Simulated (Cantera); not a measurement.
Input: 1 mol C6H6, 0.3 mol O2, equilibrated at 1550 °C and 0.0240 bar.

Cantera equilibrium calculation (NASA polynomials, part measured and part estimated; ideal gas, pure solids and liquids). Candidate condensed phases: C, C6H6, C7H8, C8H18, H2O; 110 gas species. Equilibrium is a limit: real reactors are often held back by kinetics, nucleation or transport.

Base state: H2 0.831, CO 0.166, H 0.00255, C2H2 (acetylene) 0.000176, CH4 1.18e-5 (mole fractions); condensed: C(graphite).

**Question.** What changes in the equilibrium state with this change: pressure from 0.0240 bar to 0.590 bar?

**Answer.** 
```json
[
 {"species": "H2", "before": "0.831", "after": "0.832"},
 {"species": "CO", "before": "0.166", "after": "0.167"},
 {"species": "H", "before": "0.00255", "after": "0.000515"},
 {"species": "CH4", "before": "1.18e-5", "after": "0.000291"},
 {"species": "H2O", "before": "8.45e-7", "after": "2.08e-5"},
 {"species": "C2H2 (acetylene)", "before": "0.000176", "after": "0.000176"},
 {"species": "C(graphite), mol", "before": "5.40", "after": "5.40"}
]
```
